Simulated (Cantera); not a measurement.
A perfectly stirred reactor is fed with 3.27 % CH4, 1.96 % C2H6, 16.0 % O2, 60.2 % N2, 18.6 % CO2, at 9.40 bar; it is adiabatic with a 425 K inlet, and is followed from long to short residence time, starting on the burning branch (τ in s: 0.41, 0.19, 0.086, 0.04, 0.018, 0.0083, 0.0038, 0.0018, 0.00081, 0.00037, 0.00017, 7.8e-05).

Cantera simulation using GRI-Mech 3.0 (53 species, 325 reactions); the numbers are that mechanism's predictions, not measurements.

One state of this run: T (K) = 1780; x CH4 = 1.96e-6; x C2H6 = 1.99e-7; x O2 = 0.0253; x OH = 0.000295; x CO = 0.000249; x NO = 1.26e-5; x N2O = 2.98e-7. x: mole fraction; the columns are a selection and need not sum to one.

**Question.** Which value of τ (s) does it belong to?
A. 0.040
B. 0.00017
C. 0.19
D. 0.00037

**Answer.** C, 0.19
